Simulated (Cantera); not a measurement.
Ignition delay

Mixture: CH4 : H2 : O2 : N2 : C2H6 = 1 : 0.092 : 1.14 : 4.27 : 0.1 (molar parts), equivalence ratio 2.1, at 0.987 atm, adiabatic and at constant pressure. Ignition delay is the time to a rise of 400 K.

Model: GRI-Mech 3.0 (53 species, 325 reactions), integrated in Cantera.

| T0 (K) | delay (ms) |
|---|---|
| 1125 | 10.9 |
| 1200 | 4.81 |
| 1275 | 2.33 |
| 1350 | 1.16 |
| 1425 | 0.585 |
| 1500 | 0.304 |
| 1575 | 0.166 |
| 1650 | 0.0964 |

```json
{
  "apparent activation energy between 1500 and 1650 K": "160 kJ/mol"
}
```
